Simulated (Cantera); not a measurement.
Charge: 1 mol PbO, a varied amount of H2, held at 10.0 mbar.

Cantera equilibrium calculation (NASA polynomials, part measured and part estimated; ideal gas, pure solids and liquids). Candidate condensed phases: H2O, Pb, PbO, PbO2, Pb3O4; 12 gas species. Each liquid is taken as pure. Mutual solubility and eutectic melting of coexisting phases are not modelled. The numbers say what is thermodynamically allowed, not how fast it happens.

### Question
What condenses at these points (T in K, n(H2) in mol): (825, 6.1); (1050, 17); (1275, 17); (1350, 0.48); (750, 10); (525, 10); (1200, 0.29)?

### Answer
```
T (K)  n(H2) in mol  condensed phases  Pb condensed (%)
-----  ------------  ----------------  ----------------
825             6.1                Pb             100.0
1050             17                Pb              92.1
1275             17          gas only               0.0
1350           0.48               PbO              40.9
750              10                Pb             100.0
525              10                Pb             100.0
1200           0.29          Pb + PbO              97.8
```
